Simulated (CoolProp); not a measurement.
Saturation properties of octamethyltrisiloxane (MDM) (Tc = 292.2 °C, pc = 14.38 bar, ω = 0.528).

Model: reference Helmholtz-energy equation of state, Thol 2017, in CoolProp.

```
T (°C)  p (bar)  liquid density (kg/m³)  liquid cp (kJ/(kg K))  vapour Z
------  -------  ----------------------  ---------------------  --------
48.95   0.02067                   791.0                  1.840    0.9960
51.15   0.02324                   788.7                  1.845    0.9956
53.35   0.02607                   786.4                  1.851    0.9952
55.65   0.02934                   784.1                  1.856    0.9948
57.85   0.03278                   781.8                  1.862    0.9943
60.05   0.03656                   779.5                  1.867    0.9938
62.25   0.04070                   777.2                  1.873    0.9932
64.45   0.04523                   774.9                  1.878    0.9926
66.65   0.05017                   772.6                  1.884    0.9920
68.95   0.05581                   770.2                  1.890    0.9913
71.15   0.06169                   767.9                  1.895    0.9907
73.35   0.06808                   765.5                  1.901    0.9899
75.55   0.07501                   763.2                  1.907    0.9891
```

It boils at 152.5 °C under 1 atm.
